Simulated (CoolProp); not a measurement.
Computed with CoolProp (reference Helmholtz-energy equation of state, Wagner 2002).

Task: For water, give the phase and the cp (kJ/(kg K)), cv (kJ/(kg K)), Joule-Thomson coefficient (K/MPa), conductivity (mW/(m K)) at 671.2 K and 30.4 MPa; 740.8 K and 30.4 MPa; 949.6 K and 30.4 MPa.

Result: 
- 671.2 K and 30.4 MPa: supercritical; cp 21.4, cv 3.33, Joule-Thomson coefficient 2.25, conductivity 358
- 740.8 K and 30.4 MPa: supercritical; cp 5.60, cv 2.51, Joule-Thomson coefficient 4.07, conductivity 124
- 949.6 K and 30.4 MPa: supercritical; cp 2.89, cv 2.01, Joule-Thomson coefficient 2.42, conductivity 118

Thermal conductivity comes from a separate model (Huber 2012).
